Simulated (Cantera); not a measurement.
An isothermal, constant-pressure homogeneous reactor starts with CH₄ : O₂ : N₂ = 0.012 : 0.028 : 1 (molar parts), at 1298 K and 4800 Torr. Integrator tolerance rtol = 1e-08.

Detailed kinetics in Cantera: GRI-Mech 3.0 (53 species, 325 reactions). The temperature is held fixed by assumption; the heat of reaction is taken as removed at once.

**Question.** What does this change do: O2 0.028 to 0.0037 parts?

**Answer.** 
```csv
quantity,before,after
x(CH₄) at 2.00 s,<1e-12 (gas-phase equilibrium <1e-12),0.00704 (gas-phase equilibrium 0.00133)
x(O₂) at 2.00 s,0.00385 (gas-phase equilibrium 0.00382),9.41e-5 (gas-phase equilibrium <1e-12)
x(C₂H₆) at 2.00 s,<1e-12 (gas-phase equilibrium <1e-12),1.09e-5 (gas-phase equilibrium 1.26e-7)
x(N₂O) at 2.00 s,1.09e-8 (gas-phase equilibrium 1.08e-8),3.86e-10 (gas-phase equilibrium <1e-12)
x(C₂H) at 2.00 s,<1e-12 (gas-phase equilibrium <1e-12),2.25e-12 (gas-phase equilibrium <1e-12)
```
GRI-Mech 3.0 stops at C3 and has no aromatics, soot or wall deposition, so with more carbon than oxygen in the feed, carbon stays in small species such as C2H2 where larger ones or solid carbon would form.
